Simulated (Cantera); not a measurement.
Input: 1 mol borazine, 2.7 mol O2, 0.19 mol H2, 1.3 mol NH3, held at 1127 °C and 4.00 mbar.

Cantera equilibrium calculation (NASA polynomials, part measured and part estimated; ideal gas, pure solids and liquids). Candidate condensed phases: B, BN, B2O3, B3O3H3, H2O; 39 gas species. The feed counts by its element totals alone. Gases not in the tables: H3BO3. Kinetics and transport are ignored.

Base state: H2 0.568, N2 0.288, H2O 0.0975, HBO2 0.0461, B2O3 0.000601, HBO 7.54e-5, H 5.79e-5, (HBO2)3 1.17e-5 (mole fractions); condensed: B2O3(l).

Question: What changes in the equilibrium state with this change: pressure from 4.00 mbar to 2.10 mbar?

Answer: 
| species | before | after |
|---|---|---|
| H2 | 0.568 | 0.563 |
| N2 | 0.288 | 0.286 |
| H2O | 0.0975 | 0.0891 |
| HBO2 | 0.0461 | 0.0609 |
| B2O3 | 0.000601 | 0.00114 |
| (HBO2)3 | 1.17e-5 | 7.40e-6 |
| HBO | 7.54e-5 | 0.000108 |
| H | 5.79e-5 | 7.96e-5 |
| B2O3(l), mol | 1.32 | 1.26 |

Question: What changes in the equilibrium state with this change: borazine replaced by B2O3?

Answer: 
```
species        before     after
------------  -------  --------
H2O            0.0975     0.413
O2              <1e-9     0.351
N2              0.288     0.140
H2              0.568   4.98e-6
HBO2           0.0461    0.0950
NO            1.17e-9  0.000394
HBO           7.54e-5     <1e-9
B2O3(l), mol     1.32     0.776
```
